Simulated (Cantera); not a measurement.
## Silicon oxide and oxynitride deposition: SiH2Cl2 + N2O + H2

Feed: 1 mol SiH2Cl2, 0.63 mol N2O, 5.2 mol H2, equilibrated at 1.00 bar.

Equilibrium computed with Cantera from the NASA thermochemical tables; the gas is ideal and each condensed phase is pure. Candidate condensed phases: H2O, NH4Cl, Si, SiO2, Si2N2O, Si3N4; 47 gas species. Mutual solubility and eutectic melting of coexisting phases are not modelled. The tables' values for SiCl3, SiCl are old estimates; treat these amounts as uncertain. The tables hold silica as quartz up to 1696 K and as liquid above; real silica turns to tridymite and cristobalite and melts near 1996 K. Gases not in the tables: Si2H6 and higher silanes. Kinetics and transport are ignored.

```csv
T (K),log p H2,log p HCl,log p N2,log p SiO,log p SiCl2,n SiO2(β-quartz),n Si2N2O(s),n SiO2(condensed)
875,-0.15,-0.57,-1.63,<-12,<-12,0.0866,0.457,0
975,-0.15,-0.57,-1.63,<-12,-10.50,0.0866,0.457,0
1075,-0.15,-0.57,-1.63,<-12,-8.79,0.0866,0.457,0
1175,-0.15,-0.57,-1.63,-9.97,-7.38,0.0865,0.457,0
1275,-0.15,-0.57,-1.63,-8.20,-6.20,0.0865,0.456,0
1375,-0.15,-0.57,-1.63,-6.70,-5.19,0.0865,0.456,0
1475,-0.15,-0.57,-1.63,-5.41,-4.33,0.0866,0.456,0
1575,-0.15,-0.57,-1.62,-4.28,-3.58,0.0872,0.454,0
1675,-0.15,-0.57,-1.61,-3.30,-2.94,0.0888,0.447,0
1775,-0.15,-0.59,-1.56,-2.45,-2.41,0,0.424,0.0887
1875,-0.16,-0.62,-1.44,-1.71,-2.02,0,0.353,0.0633
1975,-0.18,-0.70,-1.25,-1.26,-1.65,0,0.179,0
2075,-0.18,-0.83,-1.13,-1.13,-1.38,0,0,0
```
log p: log10 of the partial pressure in bar; n: condensed amount in mol.

From 875 K to 1675 K the condensed part is SiO2(β-quartz) + Si2N2O(s). From 1775 K to 1875 K the condensed part is SiO2(condensed) + Si2N2O(s). At 1975 K the condensed part is Si2N2O(s). At 2075 K nothing is condensed. The main Si-bearing gas is SiCl4 at 875 K and SiO at 2075 K.
